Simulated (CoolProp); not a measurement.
Model: reference Helmholtz-energy equation of state, Tillner-Roth 1997, in CoolProp.

### Question
Give the vapour pressure (bar), liquid cp (kJ/(kg K)), vapour Z of saturated CH2F2 (R32) at 1.45, 15.65, 39.15 °C.

### Answer
| T (°C) | p (bar) | liquid cp (kJ/(kg K)) | vapour Z |
|---|---|---|---|
| 1.45 | 8.52 | 1.75 | 0.838 |
| 15.65 | 13.0 | 1.85 | 0.788 |
| 39.15 | 24.3 | 2.15 | 0.680 |
